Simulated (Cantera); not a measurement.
Standard-state values (1 bar) from the NASA 1993 polynomials, evaluated with Cantera. Values are per mole of reaction as written; species without (g) are pure solids or liquids, kept so even where they would boil at 1 bar.

O(g) + N(g) ⇌ NO(g)

| T (K) | ΔH° (kJ) | ΔS° (J/K) | ΔG° (kJ) | log10 K |
|---|---|---|---|---|
| 973 | -637.6 | -116.5 | -524.2 | 28.14 |
| 1123 | -638.7 | -117.6 | -506.7 | 23.57 |
| 1273 | -639.8 | -118.4 | -489.0 | 20.06 |
| 1423 | -640.7 | -119.2 | -471.2 | 17.29 |
| 1573 | -641.6 | -119.8 | -453.2 | 15.05 |
| 1723 | -642.4 | -120.3 | -435.2 | 13.19 |
| 1873 | -643.2 | -120.7 | -417.2 | 11.63 |
| 2023 | ___ | ___ | ___ | ___ |
| 2173 | -644.7 | -121.4 | -380.8 | 9.15 |
| 2323 | ___ | ___ | ___ | ___ |

**Question.** Fill in the missing entries.

**Answer.** 
- 2023, ΔH° (kJ): -644.0
- 2023, ΔS° (J/K): -121.1
- 2023, ΔG° (kJ): -399.0
- 2023, log10 K: 10.30
- 2323, ΔH° (kJ): -645.4
- 2323, ΔS° (J/K): -121.7
- 2323, ΔG° (kJ): -362.6
- 2323, log10 K: 8.15
